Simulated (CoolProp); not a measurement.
Values from CoolProp's reference Helmholtz-energy equation of state, Lemmon and Jacobsen 2000.

Problem. For R143a, give the phase and the Z, viscosity (µPa s) at -15.65 °C and 0.343 MPa; 28.05 °C and 0.343 MPa.

Solution. 
- -15.65 °C and 0.343 MPa: gas; Z 0.895, viscosity 9.61
- 28.05 °C and 0.343 MPa: gas; Z 0.943, viscosity 11.3

Viscosity comes from a separate model (Klein 1997), an estimate that may be off by 10 % or more.
